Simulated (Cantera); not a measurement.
A perfectly stirred reactor is fed with H₂ : O₂ : N₂ = 0.087 : 1 : 1.7 (molar parts), equivalence ratio 0.043, at 0.701 atm; it is held at 1375 K, and followed from long to short residence time.

Model: the H2/O2 subset of GRI-Mech 3.0, which has no nitrogen chemistry, integrated in Cantera.

One state of this run: x H₂ = 0.000173; x O₂ = 0.348; x H₂O₂ = 2.97e-7; x OH = 0.000479; x HO₂ = 7.03e-6; x H₂O = 0.0313; x H = 1.56e-5. x: mole fraction; the columns are a selection and need not sum to one.

**Question.** Which value of τ (s) does it belong to?
(A) 0.016
(B) 0.24
(C) 0.14
(D) 0.42

**Answer.** A, 0.016
